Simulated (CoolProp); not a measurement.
Saturation properties of octamethyltrisiloxane (MDM).

Values from CoolProp's reference Helmholtz-energy equation of state, Thol 2017.

```
T (°C)  p (kPa)  enthalpy of vaporisation (kJ/kg)  vapour Z
------  -------  --------------------------------  --------
100.05    19.99                             174.8    0.9772
119.15    38.52                             167.0    0.9631
138.35    68.89                             158.9    0.9437
157.55    115.5                             150.2    0.9183
176.75    183.3                             141.0    0.8862
195.95    278.1                             130.8    0.8462
215.15    406.2                             119.5    0.7968
234.35    574.6                             106.3    0.7352
253.55    792.1                             90.05    0.6561
```

It boils at 152.5 °C under 1 atm.
